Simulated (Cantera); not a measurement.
Source: NASA polynomial tables (part measured, part estimated), evaluated in Cantera. Values are per mole of reaction as written; species without (g) are pure solids or liquids, kept so even where they would boil at 1 bar.

a) 1.2 Ti + O₂(g) = 0.4 Ti₃O₅
b) 1.333 Ti + O₂(g) = 0.6667 Ti₂O₃
c) 2 B + O₂(g) = B₂O₂(g)

Order these by ΔG° at 2250 K, most negative first.

b (-619 kJ), a (-603 kJ), c (-506 kJ)
